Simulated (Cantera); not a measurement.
Gas-phase reforming

A perfectly stirred reactor is fed with CH₄ : CO₂ : H₂ = 1 : 0.4 : 0.47 (molar parts), at 5.00 bar; it is held at 1275 K, and followed from long to short residence time.

Model: GRI-Mech 3.0 (53 species, 325 reactions), integrated in Cantera. GRI-Mech 3.0 stops at C3 and has no aromatics, soot or wall deposition, so with more carbon than oxygen in the feed, carbon stays in small species such as C2H2 where larger ones or solid carbon would form.

```json
[
 {"τ (s)": "8.1", "x CH₄": "0.505", "x CO₂": "0.167", "x H₂": "0.228", "x H₂O₂": "<1e-12", "x H₂O": "0.0442"},
 {"τ (s)": "1.4", "x CH₄": "0.527", "x CO₂": "0.205", "x H₂": "0.249", "x H₂O₂": "<1e-12", "x H₂O": "0.00772"},
 {"τ (s)": "0.23", "x CH₄": "0.533", "x CO₂": "0.213", "x H₂": "0.251", "x H₂O₂": "<1e-12", "x H₂O": "0.00112"},
 {"τ (s)": "0.039", "x CH₄": "0.535", "x CO₂": "0.214", "x H₂": "0.251", "x H₂O₂": "<1e-12", "x H₂O": "0.000169"},
 {"τ (s)": "0.0065", "x CH₄": "0.535", "x CO₂": "0.214", "x H₂": "0.251", "x H₂O₂": "<1e-12", "x H₂O": "2.52e-5"},
 {"τ (s)": "0.0011", "x CH₄": "0.535", "x CO₂": "0.214", "x H₂": "0.251", "x H₂O₂": "<1e-12", "x H₂O": "3.52e-6"},
 {"τ (s)": "0.00018", "x CH₄": "0.535", "x CO₂": "0.214", "x H₂": "0.251", "x H₂O₂": "<1e-12", "x H₂O": "2.50e-7"}
]
```
x: mole fraction; the columns are a selection and need not sum to one.
